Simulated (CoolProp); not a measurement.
The fluid at 479.62 K and 0.366 MPa is compressed adiabatically to 1.01 MPa with isentropic efficiency 1. The same conditions are run with several fluids, on thermodynamics alone (safety and materials aside).

Values from CoolProp's reference Helmholtz-energy equation of state of each fluid (dimethyl carbonate: Zhou 2011; carbonyl sulfide: Lemmon 2006; hydrogen chloride: Thol 2018; oxygen: Schmidt 1985).

Task: Rank dimethyl carbonate, carbonyl sulfide, hydrogen chloride, oxygen by work (kJ/kg), highest first.

Result: oxygen (145), hydrogen chloride (128), carbonyl sulfide (72.8), dimethyl carbonate (43.2)

| fluid | final temperature (K) | final density (kg/m³) |
|---|---|---|
| dimethyl carbonate | 511.3 | 23.8 |
| carbonyl sulfide | 570.4 | 13.0 |
| hydrogen chloride | 639.6 | 6.95 |
| oxygen | 626.7 | 6.19 |

Above 300 K oxygen's equation is extrapolated.
